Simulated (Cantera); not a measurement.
## Thermal oxidation and active oxidation of silicon: Si + O2 + N2

Feed: 1 mol Si, 1.7 mol O2, 220 mol N2, held at 850 °C and 3.30 Pa.

Cantera equilibrium calculation (NASA polynomials, part measured and part estimated; ideal gas, pure solids and liquids). Candidate condensed phases: Si, SiO2, Si2N2O, Si3N4; 16 gas species. Rates play no part.

| Item | Value |
|---|---|
| x(N2) | 0.997 |
| x(O2) | 0.00316 |
| x(NO) | 1.44e-5 |
| n(SiO2(β-quartz)) | 1.00 mol |
| gas amount | 220.7 mol |
| log10 activity of Si(s) (absent) | -25.98 |
